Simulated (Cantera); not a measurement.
## Premixed flame

A freely propagating, adiabatic, planar premixed flame of 6.93 % CH₄, 19.6 % O₂, 73.5 % N₂, equivalence ratio 0.71, unburnt at 675 K and 14000 Pa; mixture-averaged transport, grid criteria slope 0.08 and curve 0.16, no radiation.

Model: GRI-Mech 3.0 (53 species, 325 reactions), integrated in Cantera. Burning velocities carry a grid error of a few per cent, more on coarse grids.

```json
[
 {"z (mm)": "-6.15", "T (K)": "675", "u (m/s)": "1.91", "x CH₄": "0.0693", "x O₂": "0.195", "x H₂O": "9.62e-6", "x C₂H₂": "<1e-8", "x OH": "<1e-8", "x CO": "5.52e-7"},
 {"z (mm)": "-4.10", "T (K)": "676", "u (m/s)": "1.91", "x CH₄": "0.0692", "x O₂": "0.195", "x H₂O": "0.000125", "x C₂H₂": "<1e-8", "x OH": "6.47e-8", "x CO": "1.06e-5"},
 {"z (mm)": "-3.07", "T (K)": "679", "u (m/s)": "1.92", "x CH₄": "0.0689", "x O₂": "0.195", "x H₂O": "0.000590", "x C₂H₂": "<1e-8", "x OH": "7.32e-7", "x CO": "6.63e-5"},
 {"z (mm)": "-2.05", "T (K)": "705", "u (m/s)": "2.00", "x CH₄": "0.0670", "x O₂": "0.193", "x H₂O": "0.00407", "x C₂H₂": "1.38e-7", "x OH": "8.28e-6", "x CO": "0.000726"},
 {"z (mm)": "-1.02", "T (K)": "918", "u (m/s)": "2.64", "x CH₄": "0.0528", "x O₂": "0.176", "x H₂O": "0.0280", "x C₂H₂": "2.71e-6", "x OH": "8.78e-5", "x CO": "0.00836"},
 {"z (mm)": "-0.512", "T (K)": "1220", "u (m/s)": "3.54", "x CH₄": "0.0318", "x O₂": "0.146", "x H₂O": "0.0601", "x C₂H₂": "1.07e-5", "x OH": "0.000611", "x CO": "0.0224"},
 {"z (mm)": "0", "T (K)": "1547", "u (m/s)": "4.52", "x CH₄": "0.00946", "x O₂": "0.108", "x H₂O": "0.0956", "x C₂H₂": "2.02e-5", "x OH": "0.00293", "x CO": "0.0385"},
 {"z (mm)": "0.512", "T (K)": "1691", "u (m/s)": "4.96", "x CH₄": "0.00113", "x O₂": "0.0824", "x H₂O": "0.114", "x C₂H₂": "4.10e-6", "x OH": "0.00634", "x CO": "0.0402"},
 {"z (mm)": "1.02", "T (K)": "1723", "u (m/s)": "5.05", "x CH₄": "7.63e-5", "x O₂": "0.0724", "x H₂O": "0.118", "x C₂H₂": "1.52e-7", "x OH": "0.00806", "x CO": "0.0338"},
 {"z (mm)": "2.05", "T (K)": "1749", "u (m/s)": "5.10", "x CH₄": "3.56e-7", "x O₂": "0.0664", "x H₂O": "0.118", "x C₂H₂": "<1e-8", "x OH": "0.00908", "x CO": "0.0239"},
 {"z (mm)": "4.10", "T (K)": "1784", "u (m/s)": "5.18", "x CH₄": "<1e-8", "x O₂": "0.0633", "x H₂O": "0.117", "x C₂H₂": "<1e-8", "x OH": "0.00962", "x CO": "0.0165"},
 {"z (mm)": "8.20", "T (K)": "1830", "u (m/s)": "5.29", "x CH₄": "<1e-8", "x O₂": "0.0618", "x H₂O": "0.119", "x C₂H₂": "<1e-8", "x OH": "0.00979", "x CO": "0.0137"},
 {"z (mm)": "16.4", "T (K)": "1891", "u (m/s)": "5.45", "x CH₄": "<1e-8", "x O₂": "0.0607", "x H₂O": "0.122", "x C₂H₂": "<1e-8", "x OH": "0.00962", "x CO": "0.0121"}
]
```
x: mole fraction of selected species; z is measured from the peak of heat release.

```
Item                         Value
------------------------  --------
laminar burning velocity  191 cm/s
thermal thickness          2.05 mm
peak x(C₂H₂)               2.06e-5
peak x(OH)                 0.00979
peak x(CO)                  0.0414
grid points                    145
```
